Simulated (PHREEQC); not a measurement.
0.036 g of hydrous ferric oxide (600 m²/g; 0.2 weak and 0.005 strong sites per Fe, Dzombak-Morel constants, diffuse double layer) in 1 kg of water with 0.3 mol/kgw of an inert sodium salt, at 25 °C; the pH is set by adding NaOH or the inert anion's acid. Oxygen is held at 0.21 atm. CO2 from the air is kept out. Precipitation was switched off in this run.

The numbers come from PHREEQC with the ion-association model, wateq4f.dat.

```json
[
 {"pH": "4", "surface charge σ (C/m²)": "0.349", "surface potential ψ (mV)": "123"},
 {"pH": "4.38", "surface charge σ (C/m²)": "0.328", "surface potential ψ (mV)": "120"},
 {"pH": "4.75", "surface charge σ (C/m²)": "0.296", "surface potential ψ (mV)": "115"},
 {"pH": "5.12", "surface charge σ (C/m²)": "0.255", "surface potential ψ (mV)": "107"},
 {"pH": "5.5", "surface charge σ (C/m²)": "0.210", "surface potential ψ (mV)": "98"},
 {"pH": "5.88", "surface charge σ (C/m²)": "0.167", "surface potential ψ (mV)": "86"},
 {"pH": "6.25", "surface charge σ (C/m²)": "0.129", "surface potential ψ (mV)": "74"},
 {"pH": "6.62", "surface charge σ (C/m²)": "0.095", "surface potential ψ (mV)": "61"},
 {"pH": "7.38", "surface charge σ (C/m²)": "0.041", "surface potential ψ (mV)": "31"},
 {"pH": "7.75", "surface charge σ (C/m²)": "0.020", "surface potential ψ (mV)": "15"},
 {"pH": "8.12", "surface charge σ (C/m²)": "-0.001", "surface potential ψ (mV)": "0"},
 {"pH": "8.5", "surface charge σ (C/m²)": "-0.021", "surface potential ψ (mV)": "-17"},
 {"pH": "8.88", "surface charge σ (C/m²)": "-0.044", "surface potential ψ (mV)": "-33"},
 {"pH": "9.25", "surface charge σ (C/m²)": "-0.068", "surface potential ψ (mV)": "-48"},
 {"pH": "9.62", "surface charge σ (C/m²)": "-0.097", "surface potential ψ (mV)": "-62"},
 {"pH": "10", "surface charge σ (C/m²)": "-0.132", "surface potential ψ (mV)": "-75"}
]
```
